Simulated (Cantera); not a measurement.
An isothermal, constant-pressure homogeneous reactor starts with 2.16 % CH4, 3.85 % O2, 94.0 % N2, at 1475 K and 4.10 bar.

Model: GRI-Mech 3.0 (53 species, 325 reactions), integrated in Cantera. The temperature is held fixed by assumption; the heat of reaction is taken as removed at once.

One state of this run: x CH4 = <1e-12; x O2 = 3.81e-11; x OH = 1.05e-7; x O = 9.58e-12; x H = 4.68e-7. x: mole fraction; the columns are a selection and need not sum to one.

### Question
Which value of t (s) does it belong to?
A) 3.34
B) 0.346
C) 0.00372
D) 32.2

### Answer
A, 3.34
